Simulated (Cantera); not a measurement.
A closed system holds: 1 mol SiF₄, 3.1 mol H₂O, 140 mol N₂, at 7.90 mbar.

Cantera equilibrium calculation (NASA polynomials, part measured and part estimated; ideal gas, pure solids and liquids). Candidate condensed phases: H₂O, Si, SiO₂, Si₂N₂O, Si₃N₄; 58 gas species. Equilibrium is a limit: real reactors are often held back by kinetics, nucleation or transport.

Task: What share of the Si ends up in condensed phases as a function of T (K), at 800, 825, 850, 875, 900, 925, 950, 975?

Result: 
```csv
T (K),Si condensed (%),as
800,77.0,SiO₂(α-quartz)
825,80.8,SiO₂(α-quartz)
850,84.3,SiO₂(β-quartz)
875,87.2,SiO₂(β-quartz)
900,89.8,SiO₂(β-quartz)
925,91.9,SiO₂(β-quartz)
950,93.6,SiO₂(β-quartz)
975,95.0,SiO₂(β-quartz)
```
